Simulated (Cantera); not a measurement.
**Hydrocarbon pyrolysis for carbon deposition**

An isothermal, constant-pressure homogeneous reactor starts with 33.3 % C₂H₆, 66.7 % H₂, at 1500 K and 0.290 bar.

Model: GRI-Mech 3.0 (53 species, 325 reactions), integrated in Cantera. GRI-Mech 3.0 stops at C3 and has no aromatics, soot or wall deposition, so with more carbon than oxygen in the feed, carbon stays in small species such as C2H2 where larger ones or solid carbon would form.

```tsv
t (s)	x C₂H₆	x H₂	x C₂H₂	x H	x CH₂	x C₂H	x CH₃
2.00e-6	0.333	0.666	2.95e-10	1.89e-5	7.78e-9	<1e-12	0.000545
8.05e-6	0.328	0.666	3.99e-7	9.69e-5	1.72e-7	<1e-12	0.00137
3.24e-5	0.285	0.666	0.000127	0.000250	1.19e-6	8.91e-11	0.00374
0.000130	0.137	0.661	0.00410	0.000296	1.02e-6	3.45e-9	0.00337
0.000525	0.0135	0.660	0.0292	0.000198	1.99e-7	1.65e-8	0.00105
0.00211	0.000659	0.672	0.0620	5.22e-5	1.44e-8	9.07e-9	0.000234
0.00851	0.000121	0.683	0.0941	2.59e-5	3.52e-9	6.70e-9	0.000110
0.0343	5.87e-5	0.698	0.137	2.34e-5	2.56e-9	8.63e-9	9.33e-5
0.138	3.74e-5	0.705	0.153	2.24e-5	2.18e-9	9.13e-9	8.51e-5
0.555	3.36e-5	0.713	0.156	2.32e-5	2.09e-9	9.54e-9	7.96e-5
2.24	2.56e-5	0.733	0.164	2.55e-5	1.86e-9	1.07e-8	6.53e-5
9.00	2.01e-5	0.750	0.171	2.83e-5	1.62e-9	1.22e-8	5.18e-5
```
x: mole fraction; the columns are a selection and need not sum to one.

Equilibrium at this temperature and pressure: C₂H₆ 1.98e-5, H₂ 0.751, C₂H₂ 0.172, H 2.85e-5, CH₂ 1.60e-9, C₂H 1.23e-8, CH₃ 5.09e-5 (gas phase only).
